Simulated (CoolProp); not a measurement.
R1234yf at several states: fugacity coefficient from the reference equation and from simpler models built on Tc = 367.8 K, pc = 33.84 bar, ω = 0.276; each cubic takes its own stable root.

The numbers come from the reference Helmholtz-energy equation of state, Lemmon 2022 in CoolProp.

```
T (K)  p (bar)   phase  reference
-----  -------  ------  ---------
350.5     5.46     gas     0.9335
281.7     46.5  liquid    0.09576
199.6     5.82  liquid    0.01528
146.2     22.5  liquid   1.894e-5
279.4    0.346     gas     0.9908
165.1     3.89  liquid   0.001087
```

Task: How far does each simpler model (van der Waals, Redlich-Kwong, Soave-Redlich-Kwong, Peng-Robinson) lie from the reference over these 6 states: mean and median of the absolute difference, and the worst?

Result: 
- van der Waals: mean 10157.1 %, median 907.4 %, worst +48812.4 % at 146.2 K and 22.5 bar
- Redlich-Kwong: mean 136.8 %, median 99.6 %, worst +358.7 % at 146.2 K and 22.5 bar
- Soave-Redlich-Kwong: mean 1.7 %, median 1.3 %, worst +4.4 % at 281.7 K and 46.5 bar
- Peng-Robinson: mean 5.5 %, median 1.4 %, worst +20.1 % at 146.2 K and 22.5 bar
